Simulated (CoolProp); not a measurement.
A Linde-Hampson liquefier for CF4 (R14): isothermal reversible compression at 290 K from 1 atm to 25 MPa, throttling to 1 atm, return gas leaving the recuperator 10 K below the feed. Each further row changes one setting.

Model: reference Helmholtz-energy equation of state, Platzer 1990, in CoolProp. This equation is an older, rougher fit; its heat capacities, sound speeds and derivatives of the liquid may be far off and weren't checked against measurements.

```tsv
case	liquid yield per pass	compression work (kJ/kg of gas)
as stated	[?]	133
high pressure 50 MPa	[?]	155
warm-end temperature 320 K	0.218	[?]
warm-end gap 15 K	[?]	133
```

Question: What belongs in the gaps?

Answer: 
- as stated, liquid yield per pass: 0.291
- high pressure 50 MPa, liquid yield per pass: 0.288
- warm-end temperature 320 K, compression work (kJ/kg of gas): 154
- warm-end gap 15 K, liquid yield per pass: 0.279
